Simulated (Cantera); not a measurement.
Input: 1 mol HCl, 1.4 mol H₂O, held at 3350 K and 570 Pa.

Method: chemical equilibrium by Gibbs-energy minimisation in Cantera with the NASA 1993 tables (ideal gas, pure condensed phases). Candidate condensed phases: H₂O; 14 gas species. Rates play no part.

Base state: H 0.593, O 0.219, Cl 0.161, H₂ 0.0117, OH 0.00732, HCl 0.00475, O₂ 0.00249, H₂O 0.000342 (mole fractions); condensed: gas only.

**Question.** What changes in the equilibrium state with this change: temperature from 3350 K to 1875 K?

**Answer.** 
| species | before | after |
|---|---|---|
| H₂O | 0.000342 | 0.567 |
| HCl | 0.00475 | 0.390 |
| Cl | 0.161 | 0.0202 |
| H | 0.593 | 0.00110 |
| O | 0.219 | 0.000157 |
| H₂ | 0.0117 | 0.0161 |
| Cl₂ | 5.49e-7 | 1.19e-5 |
| OH | 0.00732 | 0.00302 |
| O₂ | 0.00249 | 0.00242 |
